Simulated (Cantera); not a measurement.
Cantera run, input and output.

```python
import numpy as np
import cantera as ct

gas = ct.Solution("gri30.yaml")


def delay(T, t_max=10):
    gas.TPX = T, 63000, {'H2': 1, 'O2': 0.238, 'N2': 1.6}
    reactor = ct.IdealGasReactor(gas, clone=False)
    net = ct.ReactorNet([reactor])
    net.rtol, net.atol = 1e-8, 1e-16
    while net.time < t_max:
        t_old, T_old = net.time, reactor.T
        net.step()
        if reactor.T > T + 400:  # ignition: a rise of 400 K
            return t_old + (T + 400 - T_old) / (reactor.T - T_old) * (net.time - t_old)
    return np.nan


taus = []
for T in [1250, 1350, 1450, 1550, 1650, 1750, 1850, 1950, 2050, 2150]:
    taus.append(delay(T))
    print(f"T0 = {T:6g} K   tau = {taus[-1]:.4e} s")
```

It prints:

```
T0 =   1250 K   tau = 8.8657e-05 s
T0 =   1350 K   tau = 6.3068e-05 s
T0 =   1450 K   tau = 5.1016e-05 s
T0 =   1550 K   tau = 4.6038e-05 s
T0 =   1650 K   tau = 4.5341e-05 s
T0 =   1750 K   tau = 4.7594e-05 s
T0 =   1850 K   tau = 5.2138e-05 s
T0 =   1950 K   tau = 5.8669e-05 s
T0 =   2050 K   tau = 6.7108e-05 s
T0 =   2150 K   tau = 7.7615e-05 s
```

Detailed kinetics in Cantera: GRI-Mech 3.0 (53 species, 325 reactions). Where the delays flatten at high temperature, the 400 K rule measures the pace of heat release, not the induction time.
